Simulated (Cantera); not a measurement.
Gas-phase reforming

A perfectly stirred reactor is fed with 20.4 % CH₄, 79.6 % CO₂, at 3830 Torr; it is held at 1648 K, and followed from long to short residence time.

Model: GRI-Mech 3.0 (53 species, 325 reactions), integrated in Cantera.

| τ (s) | x CH₄ | x CO₂ | x HO₂ | x C₂H | x C₂H₂ |
|---|---|---|---|---|---|
| 5.6 | 0.00598 | 0.258 | <1e-12 | 1.31e-9 | 0.00249 |
| 1.6 | 0.0114 | 0.285 | <1e-12 | 4.85e-9 | 0.00872 |
| 0.46 | 0.0194 | 0.337 | <1e-12 | 1.34e-8 | 0.0219 |
| 0.13 | 0.0330 | 0.422 | <1e-12 | 2.64e-8 | 0.0393 |
| 0.037 | 0.0616 | 0.535 | <1e-12 | 3.16e-8 | 0.0469 |
| 0.011 | 0.111 | 0.660 | <1e-12 | 2.08e-8 | 0.0330 |
| 0.0031 | 0.160 | 0.751 | <1e-12 | 8.84e-9 | 0.0131 |
| 0.00087 | 0.188 | 0.786 | <1e-12 | 2.19e-9 | 0.00254 |
x: mole fraction; the columns are a selection and need not sum to one.
